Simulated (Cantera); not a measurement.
# Gas activation for diamond growth

An isothermal, constant-pressure homogeneous reactor starts with CH4 : H2 : CO2 = 0.014 : 1 : 0.021 (molar parts), at 2575 K and 0.0138 atm.

Model: GRI-Mech 3.0 (53 species, 325 reactions), integrated in Cantera. Radical loss at walls, strong at low pressure, is not modelled.

```
t (s)        x CH4   x H2    x CO2      x OH    x C2H6     x C2H
--------  --------  -----  -------  --------  --------  --------
0.000100    0.0129  0.964   0.0201   3.15e-6   3.64e-8  5.24e-11
0.000351    0.0116  0.957   0.0184   1.31e-5   2.26e-7   1.62e-8
0.00123    0.00766  0.932  0.00693   8.14e-5   4.11e-7   1.97e-6
0.00433    0.00152  0.913  6.92e-5  0.000178   2.91e-8   1.64e-5
0.0152    0.000327  0.903  5.97e-5  0.000193   1.77e-9   1.84e-5
0.0534     6.36e-5  0.883  4.14e-5  0.000154  8.79e-11   5.38e-6
0.187     2.47e-10  0.831  3.40e-5  0.000210    <1e-12  3.75e-11
0.658     1.94e-12  0.744  3.31e-5  0.000361    <1e-12    <1e-12
2.31      1.03e-12  0.716  3.28e-5  0.000409    <1e-12    <1e-12
8.11      1.03e-12  0.716  3.28e-5  0.000410    <1e-12    <1e-12
28.5      1.03e-12  0.716  3.28e-5  0.000410    <1e-12    <1e-12
100       1.03e-12  0.716  3.28e-5  0.000410    <1e-12    <1e-12
```
x: mole fraction; the columns are a selection and need not sum to one.

Equilibrium at this temperature and pressure: CH4 1.06e-12, H2 0.716, CO2 3.28e-5, OH 0.000410, C2H6 <1e-12, C2H <1e-12 (gas phase only).
